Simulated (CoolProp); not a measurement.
Vapour pressure (bar) of c-C4F8 (RC318): the reference equation beside estimates from Tc = 388.4 K, pc = 27.78 bar, ω = 0.355. Clausius-Clapeyron is anchored at 282.3 K with a constant enthalpy of vaporisation of 22.19 kJ/mol.

Values from CoolProp's reference Helmholtz-energy equation of state, Platzer 1990. This equation is an older, rougher fit; its heat capacities, sound speeds and derivatives of the liquid may be far off and weren't checked against measurements.

| T (K) | reference | Clausius-Clapeyron | Redlich-Kwong |
|---|---|---|---|
| 262.5 | 0.8315 | 0.8925 | 1.794 |
| 272.4 | 1.252 | 1.292 | 2.470 |
| 282.3 | 1.821 | 1.821 | 3.312 |
| 292.2 | 2.572 | 2.509 | 4.341 |
| 302.1 | 3.539 | 3.385 | 5.576 |
| 312 | 4.758 | 4.480 | 7.037 |
| 321.9 | 6.268 | 5.829 | 8.742 |
| 331.9 | 8.131 | 7.483 | 10.73 |
| 341.8 | 10.36 | 9.446 | 12.98 |
| 351.7 | 13.01 | 11.77 | 15.52 |

Absolute difference from the reference over all 10 rows, mean and median: Clausius-Clapeyron 5.7 and 6.4 %, Redlich-Kwong 58.5 and 52.7 %.
